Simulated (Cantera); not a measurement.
A Cantera script and what it prints.

```python
import numpy as np
import cantera as ct

gas_names = """
    Fe FeO Fe(OH)2 H HO2 H2 H2O H2O2 H2S H2SO4 O OH O2 O3 S SH SO SO2 SO3 S2 S2O S8
""".split()
cond_names = """
    Fe(a) Fe(c) Fe(d) Fe(L) FeO(s) FeO(L) Fe(OH)2(s) Fe(OH)3(s) FeS(a) FeS(b) FeS(c) FeS(L) FeSO4(s)
    FeS2(s) Fe2O3(s) Fe2S3O12(s) Fe3O4(s) H2O(s) H2O(L) H2SO4(L) S(cr1) S(cr2) S(L)
""".split()


def load(file, names, dense=False):
    # The tables refer to 1 bar. Condensed volumes are neglected.
    table = {s.name: s for s in ct.Species.list_from_file(file)}
    out = []
    for n in names:
        d = dict(table[n].input_data)
        d["thermo"] = dict(d["thermo"], **{"reference-pressure": 1e5})
        if dense:
            d["equation-of-state"] = {"model": "constant-volume", "density": "1e6 g/cm^3"}
        out.append(ct.Species.from_dict(d))
    return out


gas = ct.Solution(thermo="ideal-gas", species=load("nasa_gas.yaml", gas_names))
cond = {s.name: ct.Solution(thermo="fixed-stoichiometry", species=[s], name=s.name)
        for s in load("nasa_condensed.yaml", cond_names, dense=True)}
atoms = {
    'FeS2': {'Fe': 1, 'S': 2},
    'SO3': {'S': 1, 'O': 3},
    'H2O': {'H': 2, 'O': 1},
}
top_T = {'FeSO4(s)': 950, 'FeS2(s)': 1010, 'Fe2O3(s)': 1830, 'Fe2S3O12(s)': 1100, 'Fe3O4(s)': 1870}  # K; cautious upper limits of use, not melting points


def equilibrate(T, P, feed):
    n = {}
    for name, mol in feed.items():
        for a, k in atoms[name].items():
            n[a] = n.get(a, 0.0) + k * mol
    gas.TPX = T, P, n
    mass = sum(n.values()) * gas.mean_molecular_weight
    gas.equilibrate("TP")
    valid = [c for c in cond.values() if c.min_temp <= T <= top_T.get(c.name, c.max_temp)]
    mix = ct.Mixture([(gas, mass / gas.mean_molecular_weight)] + [(c, 0.0) for c in valid])
    mix.T, mix.P = T, P
    mix.equilibrate("TP", solver="vcs", rtol=1e-11, max_steps=5000)
    return mix


results = []
feed = {'FeS2': 1, 'SO3': 0.29, 'H2O': 0.075}  # mol
T = 1173.15  # K
P = 1700000  # Pa
mix = equilibrate(T, P, feed)
results.append((T, P, feed, dict(zip(mix.species_names, mix.species_moles))))
print(gas.report(threshold=1e-06))
for i in range(1, mix.n_phases):
    print(f"{mix.phase(i).name:16s} {mix.phase_moles(i):12.5e} mol")
```

Result:

```
       temperature   1173.2 K
          pressure   1.7e+06 Pa
           density   10.699 kg/m^3
  mean mol. weight   61.386 kg/kmol
   phase of matter   gas

                          1 kg             1 kmol
                     ---------------   ---------------
          enthalpy       -1.0236e+06       -6.2833e+07  J
   internal energy       -1.1825e+06       -7.2587e+07  J
           entropy            4558.9        2.7986e+05  J/K
    Gibbs function       -6.3719e+06       -3.9115e+08  J
 heat capacity c_p             771.6             47366  J/K
 heat capacity c_v            636.16             39052  J/K

                      mass frac. Y      mole frac. X     chem. pot. / RT
                     ---------------   ---------------   ---------------
                H2        1.0807e-05        0.00032906           -23.103
               H2O          0.016719           0.05697           -50.211
               H2S          0.013314          0.023985           -30.578
                SH        1.9378e-05        3.5973e-05           -19.026
                SO        0.00012031        0.00015368           -34.583
               SO2           0.48437           0.46417           -61.691
                S2           0.43367           0.41518           -14.949
               S2O          0.050837          0.038951           -42.057
                S8        0.00093924         0.0002248           -59.796
     [  +13 minor]        2.6898e-07        2.3724e-07

Fe(a)             0.00000e+00 mol
FeO(s)            0.00000e+00 mol
Fe(OH)2(s)        0.00000e+00 mol
Fe(OH)3(s)        0.00000e+00 mol
FeS(c)            1.00000e+00 mol
Fe2O3(s)          0.00000e+00 mol
Fe3O4(s)          0.00000e+00 mol
S(L)              0.00000e+00 mol
```

Cantera equilibrium calculation (NASA polynomials, part measured and part estimated; ideal gas, pure solids and liquids). FeS: taken at fixed stoichiometry. Gases not in the tables: S3 to S7.
